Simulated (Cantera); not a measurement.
**Thermodynamics of abatement and gas-phase synthesis, feed H2S + O2 + N2 + SO2**

Charge: 1 mol H2S, 0.15 mol O2, 48 mol N2, 0.13 mol SO2, at 30.0 bar.

These are equilibrium values from Cantera (NASA tables, ideal gas, pure condensed phases), not measurements of a reactor. Candidate condensed phases: H2O, H2SO4, S; 60 gas species. Ions and electrons are included (thermal ionisation). The numbers say what is thermodynamically allowed, not how fast it happens.

From 2500 K to 5000 K nothing is condensed.

```csv
T (K),log p N2,log p H,log p S,log p H2,log p S2,log p O,log p H2O
2500,1.46,-1.84,-1.67,-0.48,-0.62,-4.28,-0.69
3000,1.46,-1.02,-0.99,-0.43,-0.79,-2.75,-0.89
3500,1.46,-0.48,-0.59,-0.51,-1.08,-1.73,-1.21
4000,1.45,-0.16,-0.37,-0.73,-1.46,-1.11,-1.76
4500,1.45,-0.02,-0.26,-1.11,-1.88,-0.80,-2.58
5000,1.44,0.03,-0.22,-1.55,-2.31,-0.67,-3.47
```
log p: log10 of the partial pressure in bar; nothing condenses.
